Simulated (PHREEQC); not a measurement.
A PHREEQC speciation (ion-association model, wateq4f.dat) at 20 °C gives pH 3.41 and these molalities:

```
species   mol/kgw
-------  --------
H+       0.000396
HSeO3-   0.000396
H2SeO3    8.42e-5
```

What are the element totals, and what could have been dissolved in 1 kg of water to give them?

One answer among several that fit: totals Se(4) 0.000480 mol/kgw, from 0.00048 mol/kgw H2SeO3.

Precipitation was switched off in this run.
